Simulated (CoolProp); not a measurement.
Computed with CoolProp (reference Helmholtz-energy equation of state, Gao 2020).

Task: For ammonia, give the phase and the Z, cp (kJ/(kg K)), Joule-Thomson coefficient (K/MPa) at 91.95 °C and 131 bar.

Result: 
- 91.95 °C and 131 bar: liquid; Z 0.147, cp 5.57, Joule-Thomson coefficient 0.208
